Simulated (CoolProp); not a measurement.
Acetone along the isotherm 276.85 °C: fugacity coefficient from the reference equation and from simpler models built on Tc = 235.0 °C, pc = 46.92 bar, ω = 0.307; each cubic takes its own stable root.

Model: reference Helmholtz-energy equation of state, Lemmon 2006, in CoolProp. It is a short technical equation, of lower accuracy than the large ones.

```tsv
p (bar)	phase	reference
13	gas	0.9194
26.1	gas	0.8425
39.1	gas	0.7699
52.1	supercritical	0.7006
65.2	supercritical	0.6333
78.2	supercritical	0.5692
91.2	supercritical	0.5137
104	supercritical	0.4702
117	supercritical	0.4351
```

Question: How far does each simpler model (Redlich-Kwong, Soave-Redlich-Kwong, Peng-Robinson) lie from the reference over these 9 states: mean and median of the absolute difference, and the worst?

Answer: 
- Redlich-Kwong: mean 2.8 %, median 2.2 %, worst +6.0 % at 276.85 °C and 117 bar
- Soave-Redlich-Kwong: mean 6.3 %, median 5.6 %, worst +12.5 % at 276.85 °C and 117 bar
- Peng-Robinson: mean 2.1 %, median 1.2 %, worst +5.8 % at 276.85 °C and 117 bar
